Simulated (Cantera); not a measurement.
# Thermodynamics of halide evaporation, hydrolysis and transport, feed CaF2 + H2

A closed system holds: 1 mol CaF2, 3.3 mol H2, at 13300 Pa.

Equilibrium computed with Cantera from the NASA thermochemical tables; the gas is ideal and each condensed phase is pure. Candidate condensed phases: Ca, CaF2; 15 gas species. Rates play no part.

From 925 °C to 1375 °C the condensed part is CaF2(s). From 1425 °C to 1525 °C the condensed part is CaF2(l). The main Ca-bearing gas is Ca at 925 °C and CaF2 at 1525 °C.

```tsv
T (°C)	x H2	x CaF2	x HF	x H	x CaF	x Ca	n CaF2(s)	n CaF2(l)
925	1.000	4.10e-9	1.55e-7	5.21e-7	4.02e-9	7.53e-8	1.00	0
975	1.000	2.19e-8	4.72e-7	1.28e-6	1.82e-8	2.27e-7	1.000	0
1025	1.000	1.02e-7	1.32e-6	2.93e-6	7.24e-8	6.23e-7	1.000	0
1075	1.000	4.20e-7	3.41e-6	6.34e-6	2.59e-7	1.58e-6	1.000	0
1125	1.000	1.55e-6	8.24e-6	1.30e-5	8.38e-7	3.70e-6	1.000	0
1175	1.000	5.18e-6	1.87e-5	2.52e-5	2.47e-6	8.12e-6	1.000	0
1225	1.000	1.57e-5	4.01e-5	4.71e-5	6.69e-6	1.67e-5	1.000	0
1275	1.000	4.38e-5	8.18e-5	8.43e-5	1.68e-5	3.25e-5	1.000	0
1325	0.999	0.000114	0.000160	0.000146	3.96e-5	6.01e-5	0.999	0
1375	0.999	0.000277	0.000300	0.000244	8.76e-5	0.000106	0.998	0
1425	0.998	0.000631	0.000540	0.000396	0.000183	0.000179	0	0.997
1475	0.997	0.00129	0.000923	0.000625	0.000351	0.000286	0	0.994
1525	0.994	0.00253	0.00153	0.000961	0.000646	0.000444	0	0.988
```
x: gas mole fraction; n: condensed amount in mol.
